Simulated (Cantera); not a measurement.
## Ammonia decomposition in nitride growth gas

An isothermal, constant-pressure homogeneous reactor starts with 97.7 % NH3, 2.34 % H2, at 1798 K and 58.5 Torr.

Detailed kinetics in Cantera: the gas-phase N/H chemistry of the illustrative SiF4/NH3 mechanism in the Surface Chemkin manual (1991). Walls and surfaces, which speed up NH3 decomposition in real reactors, are not modelled.

```json
[
 {"t (s)": "2.00e-5", "x NH3": "0.977", "x H2": "0.0234", "x N2H2": "1.12e-11", "x N2": "<1e-12", "x H": "8.44e-8"},
 {"t (s)": "7.73e-5", "x NH3": "0.977", "x H2": "0.0234", "x N2H2": "5.30e-10", "x N2": "3.53e-11", "x H": "1.55e-7"},
 {"t (s)": "0.000299", "x NH3": "0.977", "x H2": "0.0235", "x N2H2": "1.59e-8", "x N2": "1.41e-8", "x H": "4.29e-7"},
 {"t (s)": "0.00116", "x NH3": "0.976", "x H2": "0.0235", "x N2H2": "3.26e-7", "x N2": "2.24e-6", "x H": "1.48e-6"},
 {"t (s)": "0.00447", "x NH3": "0.975", "x H2": "0.0241", "x N2H2": "3.32e-6", "x N2": "0.000145", "x H": "4.35e-6"},
 {"t (s)": "0.0173", "x NH3": "0.970", "x H2": "0.0281", "x N2H2": "4.41e-6", "x N2": "0.00150", "x H": "5.78e-6"},
 {"t (s)": "0.0669", "x NH3": "0.949", "x H2": "0.0439", "x N2H2": "4.24e-6", "x N2": "0.00682", "x H": "8.84e-6"},
 {"t (s)": "0.259", "x NH3": "0.873", "x H2": "0.100", "x N2H2": "3.65e-6", "x N2": "0.0260", "x H": "2.01e-5"},
 {"t (s)": "1.00", "x NH3": "0.650", "x H2": "0.267", "x N2H2": "2.23e-6", "x N2": "0.0825", "x H": "5.77e-5"}
]
```
x: mole fraction; the columns are a selection and need not sum to one.

Equilibrium at this temperature and pressure: NH3 7.35e-7, H2 0.752, N2H2 <1e-12, N2 0.247, H 0.00110 (gas phase only).
